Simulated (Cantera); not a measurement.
Input (Python, Cantera) and output of one run.

```python
import numpy as np
import cantera as ct

gas_names = """
    C CN CO CO2 C2 CCN CNC C2N2 C2O C3 C3O2 C4 C4N2 C5 N NCO NO NO2 NO3 N2 N2O O O2 O3 Pb PbO Pb2
""".split()
cond_names = """
    C(gr) Pb(cr) Pb(L) PbO(rd) PbO(yw) PbO(L) PbO2(s) Pb3O4(s)
""".split()


# ... load() reads the species with a 1 bar reference pressure and builds the phases ...
atoms = {
    'Pb': {'Pb': 1},
    'CO': {'C': 1, 'O': 1},
    'N2': {'N': 2},
}
top_T = {'C(gr)': 4500, 'Pb3O4(s)': 820}  # K; cautious upper limits of use, not melting points


# ... equilibrate(T, P, feed) seeds the gas with the atoms and calls Mixture.equilibrate('TP', solver="vcs", rtol=1e-11, max_steps=5000) ...
results = []
feed = {'Pb': 1, 'CO': 0.82, 'N2': 0.24}  # mol
P = 1333.22  # Pa
for T in [925, 950, 975, 1000, 1025, 1050, 1075, 1100, 1125, 1150]:
    mix = equilibrate(T, P, feed)
    results.append((T, P, feed, dict(zip(mix.species_names, mix.species_moles))))

top = {s: max(r[3][s] / sum(r[3][g] for g in gas_names) for r in results) for s in gas_names}
cols = sorted((s for s in top if top[s] > 0.001), key=lambda s: -top[s])[:8]
seen = [c for c in cond_names if any(r[3].get(c, 0) > 1e-12 for r in results)]
print("log10 of partial pressures in bar; condensed amounts in mol")
print(f"{'T/K':>10s}" + "".join(f"{s[:9]:>10s}" for s in cols + seen))
for T, P, feed, n in results:
    ng = sum(n[g] for g in gas_names)
    print(f"{T:10.4g}" + "".join(f"{np.log10(max(n[s] / ng * P / 1e5, 1e-99)):10.3f}" for s in cols)
          + "".join(f"{n.get(c, 0):10.4g}" for c in seen))
```

Result:

```
log10 of partial pressures in bar; condensed amounts in mol
       T/K        CO        N2       CO2        Pb     C(gr)     Pb(L)
       925    -2.002    -2.511    -3.527    -5.573   0.02314    0.9998
       950    -1.996    -2.515    -3.768    -5.298   0.01341    0.9996
       975    -1.992    -2.517    -4.002    -5.038  0.007867    0.9993
      1000    -1.990    -2.519    -4.227    -4.791  0.004703    0.9987
      1025    -1.989    -2.520    -4.442    -4.556   0.00287    0.9978
      1050    -1.989    -2.521    -4.649    -4.332  0.001789    0.9963
      1075    -1.990    -2.522    -4.846    -4.120  0.001138    0.9939
      1100    -1.991    -2.524    -5.036    -3.917 0.0007375    0.9903
      1125    -1.993    -2.526    -5.219    -3.723 0.0004865    0.9847
      1150    -1.996    -2.530    -5.397    -3.538  0.000326    0.9765
```

Method: chemical equilibrium by Gibbs-energy minimisation in Cantera with the NASA 1993 tables (ideal gas, pure condensed phases).
